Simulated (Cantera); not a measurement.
Feed: 1 mol Al, 0.93 mol HCl, 29 mol N2, 6.4 mol H2O, held at 675 °C and 1.00 Torr.

Cantera equilibrium calculation (NASA polynomials, part measured and part estimated; ideal gas, pure solids and liquids). Candidate condensed phases: Al, AlCl3, AlN, Al2O3, H2O, NH4Cl; 45 gas species. Condensed phases not in the tables: AlOCl. Equilibrium is a limit: real reactors are often held back by kinetics, nucleation or transport.

Base state: N2 0.798, H2O 0.135, H2 0.0413, HCl 0.0256 (mole fractions); condensed: Al2O3(s).

### Question
What changes in the equilibrium state with this change: temperature from 675 °C to 1600 °C?

### Answer
```csv
species,before,after
N2,0.798,0.796
H2O,0.135,0.133
H2,0.0413,0.0409
H,2.92e-9,0.00358
HCl,0.0256,0.0239
Cl,1.72e-9,0.00159
OH,<1e-9,0.000905
"Al2O3(s), mol",0.500,0.500
```
